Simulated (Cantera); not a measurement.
An isothermal plug-flow reactor at 725 K and 0.970 bar (inlet), inlet velocity 1.9 m/s, active area per volume 2100 1/m; feed H2 : O2 : N2 = 0.022 : 0.048 : 0.79 (molar parts), equivalence ratio 0.23.

Computed with Cantera and Deutschmann's 1995 Pt surface mechanism with GRI-Mech 3.0 gas chemistry. Catalytic surfaces can have several steady states; this one follows from the mechanism file's or the stated starting coverage. Mass transfer to the wall is taken as infinitely fast.

Q: What does this change do: O2 0.048 to 0.028 parts?

A: 
```
quantity                  before    after
----------------------  --------  -------
x(H2) at z = 0.0031 m   0.000100  2.96e-5
x(O2) at z = 0.0031 m     0.0436   0.0205
x(H2O) at z = 0.0031 m    0.0258   0.0265
θ(free Pt) at the exit    0.0196   0.0257
θ(O*) at the exit          0.977    0.970
θ(OH*) at the exit       0.00363  0.00419
```

Q: What does this change do: pressure from 0.970 bar to 2.40 bar?

A: 
```tsv
quantity	before	after
x(H2) at z = 0.0031 m	0.000100	0.000146
x(O2) at z = 0.0031 m	0.0436	0.0437
x(H2O) at z = 0.0031 m	0.0258	0.0258
θ(free Pt) at the exit	0.0196	0.0147
θ(O*) at the exit	0.977	0.980
θ(OH*) at the exit	0.00363	0.00495
```
